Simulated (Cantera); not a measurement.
Input: 1 mol Si, 0.45 mol H2O, 3.1 mol H2, held at 0.00110 bar.

These are equilibrium values from Cantera (NASA tables, ideal gas, pure condensed phases), not measurements of a reactor. Candidate condensed phases: H2O, Si, SiO2; 18 gas species. Gases not in the tables: Si2H6 and higher silanes. Kinetics and transport are ignored. All values below are at 1723 K.

Base state: H2 0.882, SiO 0.112, H 0.00516, Si 0.000894, SiH 4.00e-5, SiH2 1.50e-5 (mole fractions); condensed: Si(l).

What changes in the equilibrium state with this change: Si replaced by SiC?


| species | before | after |
|---|---|---|
| H2 | 0.882 | 0.882 |
| CO | 0 | 0.0562 |
| SiO | 0.112 | 0.0560 |
| Si | 0.000894 | 0.000224 |
| SiH | 4.00e-5 | 1.00e-5 |
| SiH2 | 1.50e-5 | 3.75e-6 |
| H | 0.00516 | 0.00516 |
| Si(l), mol | 0.546 | 0 |
| SiC(s), mol | 0 | 0.775 |
Further candidate phases: C, C6H6, C7H8, C8H18, SiC.
